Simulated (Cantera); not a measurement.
A closed system holds: 1 mol SiCl4, 1.4 mol NH3, 10 mol N2, at 950 K and 0.530 bar.

These are equilibrium values from Cantera (NASA tables, ideal gas, pure condensed phases), not measurements of a reactor. Candidate condensed phases: NH4Cl, Si, Si3N4; 28 gas species. Equilibrium is a limit: real reactors are often held back by kinetics, nucleation or transport.

Base state: N2 0.741, HCl 0.151, H2 0.0749, SiCl4 0.0338, SiHCl3 7.70e-5 (mole fractions); condensed: Si3N4(s).

Task: What changes in the equilibrium state with this change: SiCl4 replaced by SiH4?

Result: 
| species | before | after |
|---|---|---|
| N2 | 0.741 | 0.710 |
| H2 | 0.0749 | 0.290 |
| NH3 | 7.70e-6 | 5.75e-5 |
| HCl | 0.151 | 0 |
| SiCl4 | 0.0338 | 0 |
| SiHCl3 | 7.70e-5 | 0 |
| Si3N4(s), mol | 0.175 | 0.333 |

Task: What changes in the equilibrium state with this change: SiCl4 replaced by SiHCl3?

Result: 
| species | before | after |
|---|---|---|
| N2 | 0.741 | 0.724 |
| HCl | 0.151 | 0.150 |
| H2 | 0.0749 | 0.110 |
| SiCl4 | 0.0338 | 0.0158 |
| NH3 | 7.70e-6 | 1.35e-5 |
| SiHCl3 | 7.70e-5 | 5.28e-5 |
| Si3N4(s), mol | 0.175 | 0.259 |
